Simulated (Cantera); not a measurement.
An isothermal, constant-pressure homogeneous reactor starts with CH₄ : H₂ = 1 : 12 (molar parts), at 1975 K and 4.43 Torr. Integrator tolerance rtol = 1e-08.

Model: GRI-Mech 3.0 (53 species, 325 reactions), integrated in Cantera. GRI-Mech 3.0 stops at C3 and has no aromatics, soot or wall deposition, so with more carbon than oxygen in the feed, carbon stays in small species such as C2H2 where larger ones or solid carbon would form. Radical loss at walls, strong at low pressure, is not modelled.

Task: What does this change do: pressure from 4.43 Torr to 0.263 Torr?

Result: 
| quantity | before | after |
|---|---|---|
| x(CH₄) at 80.0 s | 1.81e-5 (gas-phase equilibrium 1.81e-5) | 5.91e-6 (gas-phase equilibrium 9.76e-7) |
| x(H₂) at 80.0 s | 0.947 (gas-phase equilibrium 0.947) | 0.930 (gas-phase equilibrium 0.896) |
| x(C₂H₆) at 80.0 s | 4.78e-12 (gas-phase equilibrium 4.79e-12) | <1e-12 (gas-phase equilibrium <1e-12) |
| x(CH₃) at 80.0 s | 6.59e-6 (gas-phase equilibrium 6.60e-6) | 4.43e-6 (gas-phase equilibrium 1.50e-6) |
| x(CH₂) at 80.0 s | 1.55e-7 (gas-phase equilibrium 1.55e-7) | 2.14e-7 (gas-phase equilibrium 1.49e-7) |
| x(C₂H₄) at 80.0 s | 1.53e-6 (gas-phase equilibrium 1.53e-6) | 2.17e-7 (gas-phase equilibrium 8.33e-8) |
